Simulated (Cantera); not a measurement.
Counterflow diffusion flame

A counterflow diffusion flame at 1.80 bar, nozzles 20 mm apart: fuel side 53.8 % CH4, 46.2 % N2 at 425 K, oxidiser side 19.0 % O2, 81.0 % N2 at 525 K, fuel mass flux 1.1 times the oxidiser's; mixture-averaged transport, no radiation.

Cantera simulation using GRI-Mech 3.0 (53 species, 325 reactions); the numbers are that mechanism's predictions, not measurements. GRI-Mech 3.0 has no aromatics or soot, which form on the fuel side of real flames. The maximum strain rate includes the flame's own expansion and is several times the mean.

```tsv
oxidiser flux (kg/m²/s)	max strain (1/s)	mean strain (1/s)	T max (K)	peak x OH	peak x H	peak x NO	peak x CO	peak x C2H2
0.45	175	41.5	2014	0.00474	0.00192	0.000183	0.0331	0.00653
0.57	217	52.5	2005	0.00476	0.00200	0.000171	0.0331	0.00605
0.72	269	66.4	1994	0.00476	0.00205	0.000158	0.0331	0.00560
0.92	338	84.8	1983	0.00474	0.00211	0.000142	0.0331	0.00513
1.2	435	111	1970	0.00473	0.00218	0.000125	0.0333	0.00470
1.5	537	138	1959	0.00468	0.00223	0.000110	0.0335	0.00434
1.9	673	175	1943	0.00458	0.00225	9.27e-5	0.0338	0.00393
2.4	840	221	1924	0.00442	0.00225	7.44e-5	0.0341	0.00346
3	1040	277	1902	0.00420	0.00220	5.67e-5	0.0344	0.00297
```
x: mole fraction; the columns are a selection and need not sum to one.
